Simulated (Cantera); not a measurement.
**Thermodynamics of silicates and aluminates, feed SiO₂ + MgO + H₂**

Charge: 1 mol SiO₂, 3 mol MgO, 0.25 mol H₂, held at 1900 K and 0.000260 bar.

Cantera equilibrium calculation (NASA polynomials, part measured and part estimated; ideal gas, pure solids and liquids). Candidate condensed phases: H₂O, Mg, MgO, Mg(OH)₂, MgSiO₃, Mg₂SiO₄, Si, SiO₂; 24 gas species. Mutual solubility and eutectic melting of coexisting phases are not modelled. The tables' values for MgH are old estimates; treat these amounts as uncertain. Condensed phases not in the tables: alloys, solid solutions and most ternary compounds. Equilibrium is a limit: real reactors are often held back by kinetics, nucleation or transport.

```json
{
 "x(H₂)": "0.751",
 "x(H₂O)": "0.103",
 "x(Mg)": "0.0947",
 "x(H)": "0.0426",
 "x(SiO)": "0.00855",
 "x(OH)": "0.000479",
 "x(MgOH)": "0.000141",
 "x(O)": "2.04e-5",
 "x(MgH)": "1.93e-5",
 "n(MgO(s))": "0.978 mol",
 "n(Mg₂SiO₄(s))": "0.998 mol",
 "gas_amount": "0.2857 mol",
 "log10 activity of Mg(l) (absent)": "-5.96",
 "log10 activity of Si(l) (absent)": "-7.83"
}
```
